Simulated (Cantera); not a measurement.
Cantera run:

```python
import numpy as np
import cantera as ct

gas_names = """
    B BN BO BO2 B2 B2O B2O2 B2O3 N NO NO2 NO3 N2 N2O O O2 O3
""".split()
cond_names = """
    B(b) B(L) BN(s) B2O3(L)
""".split()


# ... load() reads the species with a 1 bar reference pressure and builds the phases ...
atoms = {
    'B2O3': {'B': 2, 'O': 3},
    'N2': {'N': 2},
}
top_T = {'BN(s)': 3200}  # K; cautious upper limits of use, not melting points


# ... equilibrate(T, P, feed) seeds the gas with the atoms and calls Mixture.equilibrate('TP', solver="vcs", rtol=1e-11, max_steps=5000) ...
results = []
P = 13332.2  # Pa
for T in [1850, 1900, 1950, 2000, 2050, 2100, 2150, 2200, 2250, 2300, 2350]:
    for m in [0.88, 1.4, 2.3, 3.7, 6, 9.8, 16, 26, 41]:
        feed = {'B2O3': 1, 'N2': m}  # mol
        mix = equilibrate(T, P, feed)
        results.append((T, P, feed, dict(zip(mix.species_names, mix.species_moles))))

for T, P, feed, n in results:
    print(f"{T:7g} {feed['N2']:10.4g}  " + (" + ".join(c for c in cond_names if n.get(c, 0) > 1e-12) or "gas only"))
```

Result:

```
   1850       0.88  B2O3(L)
   1850        1.4  B2O3(L)
   1850        2.3  B2O3(L)
   1850        3.7  B2O3(L)
   1850          6  B2O3(L)
   1850        9.8  B2O3(L)
   1850         16  B2O3(L)
   1850         26  gas only
   1850         41  gas only
   1900       0.88  B2O3(L)
   1900        1.4  B2O3(L)
   1900        2.3  B2O3(L)
   1900        3.7  B2O3(L)
   1900          6  B2O3(L)
   1900        9.8  gas only
   1900         16  gas only
   1900         26  gas only
   1900         41  gas only
   1950       0.88  B2O3(L)
   1950        1.4  B2O3(L)
   1950        2.3  B2O3(L)
   1950        3.7  B2O3(L)
   1950          6  gas only
   1950        9.8  gas only
   1950         16  gas only
   1950         26  gas only
   1950         41  gas only
   2000       0.88  B2O3(L)
   2000        1.4  B2O3(L)
   2000        2.3  gas only
   2000        3.7  gas only
   2000          6  gas only
   2000        9.8  gas only
   2000         16  gas only
   2000         26  gas only
   2000         41  gas only
   2050       0.88  gas only
   2050        1.4  gas only
   2050        2.3  gas only
   2050        3.7  gas only
   2050          6  gas only
   2050        9.8  gas only
   2050         16  gas only
   2050         26  gas only
   2050         41  gas only
   2100       0.88  gas only
   2100        1.4  gas only
   2100        2.3  gas only
   2100        3.7  gas only
   2100          6  gas only
   2100        9.8  gas only
   2100         16  gas only
   2100         26  gas only
   2100         41  gas only
   2150       0.88  gas only
   2150        1.4  gas only
   2150        2.3  gas only
   2150        3.7  gas only
   2150          6  gas only
   2150        9.8  gas only
   2150         16  gas only
   2150         26  gas only
   2150         41  gas only
   2200       0.88  gas only
   2200        1.4  gas only
   2200        2.3  gas only
   2200        3.7  gas only
   2200          6  gas only
   2200        9.8  gas only
   2200         16  gas only
   2200         26  gas only
   2200         41  gas only
   2250       0.88  gas only
   2250        1.4  gas only
   2250        2.3  gas only
   2250        3.7  gas only
   2250          6  gas only
   2250        9.8  gas only
   2250         16  gas only
   2250         26  gas only
   2250         41  gas only
   2300       0.88  gas only
   2300        1.4  gas only
   2300        2.3  gas only
   2300        3.7  gas only
   2300          6  gas only
   2300        9.8  gas only
   2300         16  gas only
   2300         26  gas only
   2300         41  gas only
   2350       0.88  gas only
   2350        1.4  gas only
   2350        2.3  gas only
   2350        3.7  gas only
   2350          6  gas only
   2350        9.8  gas only
   2350         16  gas only
   2350         26  gas only
   2350         41  gas only
```

Equilibrium computed with Cantera from the NASA thermochemical tables; the gas is ideal and each condensed phase is pure.
